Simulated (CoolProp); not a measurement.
Model: reference Helmholtz-energy equation of state, Guder 2009, in CoolProp.

For sulfur hexafluoride, give the phase and the speed of sound (m/s), Prandtl number at 432 K and 21100 kPa.


- 432 K and 21100 kPa: supercritical; speed of sound 227, Prandtl number 1.39

Viscosity comes from a separate model (Quiñones-Cisneros 2012). Thermal conductivity comes from a separate model (Assael 2012).
